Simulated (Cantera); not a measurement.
Feed: 1 mol toluene, 1.8 mol H2O, at 975 °C and 1.95 Torr.

Cantera equilibrium calculation (NASA polynomials, part measured and part estimated; ideal gas, pure solids and liquids). Candidate condensed phases: C, C6H6, C7H8, C8H18, H2O; 110 gas species. Rates play no part.

Base state: H2 0.763, CO 0.237, CH4 1.69e-5 (mole fractions); condensed: C(graphite).

Task: What changes in the equilibrium state with this change: H2O from 1.8 to 0.14 mol?

Result: 
```
species            before    after
----------------  -------  -------
H2                  0.763    0.967
CO                  0.237   0.0327
CH4               1.69e-5  2.71e-5
C(graphite), mol     5.20     6.86
```

Task: What changes in the equilibrium state with this change: toluene replaced by C2H5OH?

Result: 
```csv
species,before,after
H2,0.763,0.614
CO,0.237,0.268
H2O,7.23e-6,0.0919
CO2,1.44e-6,0.0258
CH4,1.69e-5,<1e-9
"C(graphite), mol",5.20,0
```
